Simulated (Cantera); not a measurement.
A perfectly stirred reactor is fed with CH₄ : H₂ : H = 0.05 : 1 : 0.011 (molar parts), at 0.370 bar; it is held at 2048 K, and followed from long to short residence time.

Model: GRI-Mech 3.0 (53 species, 325 reactions), integrated in Cantera. GRI-Mech 3.0 stops at C3 and has no aromatics, soot or wall deposition, so with more carbon than oxygen in the feed, carbon stays in small species such as C2H2 where larger ones or solid carbon would form.

What does this change do: temperature 2048 to 2223 K?


| quantity | before | after |
|---|---|---|
| x(CH₄) at τ = 3.40 s | 0.000999 | 0.000343 |
| x(H₂) at τ = 3.40 s | 0.973 | 0.967 |
| x(H) at τ = 3.40 s | 0.00365 | 0.0104 |
| x(C₂H₂) at τ = 3.40 s | 0.0220 | 0.0223 |
| x(CH₂) at τ = 3.40 s | 3.64e-7 | 1.09e-6 |
| x(CH₄) at τ = 9.00 ms | 0.0136 | 0.00497 |
| x(H₂) at τ = 9.00 ms | 0.966 | 0.965 |
| x(H) at τ = 9.00 ms | 0.00352 | 0.00968 |
| x(C₂H₂) at τ = 9.00 ms | 0.0155 | 0.0196 |
| x(CH₂) at τ = 9.00 ms | 4.14e-6 | 1.25e-5 |

What does this change do: pressure from 0.370 bar to 0.0410 bar?


```tsv
quantity	before	after
x(CH₄) at τ = 3.40 s	0.000999	0.000730
x(H₂) at τ = 3.40 s	0.973	0.967
x(H) at τ = 3.40 s	0.00365	0.0105
x(C₂H₂) at τ = 3.40 s	0.0220	0.0221
x(CH₂) at τ = 3.40 s	3.64e-7	2.19e-6
x(CH₄) at τ = 9.00 ms	0.0136	0.0193
x(H₂) at τ = 9.00 ms	0.966	0.959
x(H) at τ = 9.00 ms	0.00352	0.00670
x(C₂H₂) at τ = 9.00 ms	0.0155	0.0119
x(CH₂) at τ = 9.00 ms	4.14e-6	1.78e-5
```
Radical loss at walls, strong at low pressure, is not modelled.
